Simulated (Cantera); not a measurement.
Charge: 1 mol B, a varied amount of H2, 0.33 mol N2, 0.7 mol O2, equilibrated at 750 Torr.

Points: T (K) = 1448, 1523, 1598, 1673, 1748, 1823, 1898, 1973, 2048, 2123; n(H2) (mol) = 14, 33, 53, 73, 93, 110, 130, 150, 170.

Cantera's Mixture.equilibrate('TP', solver="vcs", rtol=1e-11, max_steps=5000) on the NASA tables stopped like this:

```
ERROR: FAILURE its = 5001!

*******************************************************************************
CanteraError thrown by MultiPhase::equilibrate:
VCS solver failed. Return code: -1
*******************************************************************************
```

**Question.** What got this run through?

**Answer.** This is not unique; one that fits is The failure is numerical, not chemical. The same input converged with solver="gibbs", rtol=1e-10, max_steps=50000, and the result passed a check of the equilibrium conditions:
```
   1448         14  BN(s) + B2O3(L)
   1448         33  BN(s) + B2O3(L)
   1448         53  BN(s) + B2O3(L)
   1448         73  BN(s) + B2O3(L)
   1448         93  BN(s) + B2O3(L)
   1448        110  BN(s) + B2O3(L)
   1448        130  BN(s) + B2O3(L)
   1448        150  BN(s) + B2O3(L)
   1448        170  BN(s) + B2O3(L)
   1523         14  BN(s) + B2O3(L)
   1523         33  BN(s) + B2O3(L)
   1523         53  BN(s) + B2O3(L)
   1523         73  BN(s) + B2O3(L)
   1523         93  BN(s) + B2O3(L)
   1523        110  BN(s) + B2O3(L)
   1523        130  BN(s) + B2O3(L)
   1523        150  BN(s) + B2O3(L)
   1523        170  BN(s) + B2O3(L)
   1598         14  BN(s) + B2O3(L)
   1598         33  BN(s) + B2O3(L)
   1598         53  BN(s) + B2O3(L)
   1598         73  BN(s) + B2O3(L)
   1598         93  BN(s) + B2O3(L)
   1598        110  BN(s) + B2O3(L)
   1598        130  BN(s) + B2O3(L)
   1598        150  BN(s) + B2O3(L)
   1598        170  BN(s) + B2O3(L)
   1673         14  BN(s) + B2O3(L)
   1673         33  BN(s) + B2O3(L)
   1673         53  BN(s) + B2O3(L)
   1673         73  BN(s) + B2O3(L)
   1673         93  BN(s) + B2O3(L)
   1673        110  BN(s)
   1673        130  BN(s)
   1673        150  BN(s)
   1673        170  BN(s)
   1748         14  BN(s) + B2O3(L)
   1748         33  BN(s) + B2O3(L)
   1748         53  BN(s)
   1748         73  gas only
   1748         93  gas only
   1748        110  gas only
   1748        130  gas only
   1748        150  gas only
   1748        170  gas only
   1823         14  BN(s) + B2O3(L)
   1823         33  gas only
   1823         53  gas only
   1823         73  gas only
   1823         93  gas only
   1823        110  gas only
   1823        130  gas only
   1823        150  gas only
   1823        170  gas only
   1898         14  gas only
   1898         33  gas only
   1898         53  gas only
   1898         73  gas only
   1898         93  gas only
   1898        110  gas only
   1898        130  gas only
   1898        150  gas only
   1898        170  gas only
   1973         14  gas only
   1973         33  gas only
   1973         53  gas only
   1973         73  gas only
   1973         93  gas only
   1973        110  gas only
   1973        130  gas only
   1973        150  gas only
   1973        170  gas only
   2048         14  gas only
   2048         33  gas only
   2048         53  gas only
   2048         73  gas only
   2048         93  gas only
   2048        110  gas only
   2048        130  gas only
   2048        150  gas only
   2048        170  gas only
   2123         14  gas only
   2123         33  gas only
   2123         53  gas only
   2123         73  gas only
   2123         93  gas only
   2123        110  gas only
   2123        130  gas only
   2123        150  gas only
   2123        170  gas only
```

The gas is ideal and each condensed phase is pure. N2 is the only nitrogen source here; it is nearly inert below about 1500 K, so the nitride shown seldom forms there in practice. Mutual solubility and eutectic melting of coexisting phases are not modelled.
